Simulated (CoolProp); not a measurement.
Properties of toluene along the isotherm 620 K.

Values from CoolProp's reference Helmholtz-energy equation of state, Lemmon 2006. It is a short technical equation, of lower accuracy than the large ones.

```json
[
 {"p (MPa)": "0.563", "phase": "gas", "Z": "?", "Joule-Thomson coefficient (K/MPa)": "?"},
 {"p (MPa)": "1.13", "phase": "gas", "Z": "0.9094", "Joule-Thomson coefficient (K/MPa)": "7.309"},
 {"p (MPa)": "1.69", "phase": "gas", "Z": "0.8607", "Joule-Thomson coefficient (K/MPa)": "7.851"},
 {"p (MPa)": "2.25", "phase": "gas", "Z": "0.8087", "Joule-Thomson coefficient (K/MPa)": "8.489"},
 {"p (MPa)": "2.81", "phase": "gas", "Z": "?", "Joule-Thomson coefficient (K/MPa)": "9.249"},
 {"p (MPa)": "3.38", "phase": "gas", "Z": "0.6900", "Joule-Thomson coefficient (K/MPa)": "10.17"},
 {"p (MPa)": "3.94", "phase": "gas", "Z": "?", "Joule-Thomson coefficient (K/MPa)": "11.25"},
 {"p (MPa)": "4.5", "phase": "supercritical", "Z": "0.5419", "Joule-Thomson coefficient (K/MPa)": "12.49"},
 {"p (MPa)": "5.06", "phase": "supercritical", "Z": "?", "Joule-Thomson coefficient (K/MPa)": "?"},
 {"p (MPa)": "5.63", "phase": "supercritical", "Z": "0.3325", "Joule-Thomson coefficient (K/MPa)": "10.75"},
 {"p (MPa)": "6.19", "phase": "supercritical", "Z": "0.2957", "Joule-Thomson coefficient (K/MPa)": "5.762"}
]
```

Q: What belongs in the gaps?

A: 
- 0.563, Z: 0.9560
- 0.563, Joule-Thomson coefficient (K/MPa): 6.839
- 2.81, Z: 0.7525
- 3.94, Z: 0.6213
- 5.06, Z: 0.4445
- 5.06, Joule-Thomson coefficient (K/MPa): 13.54
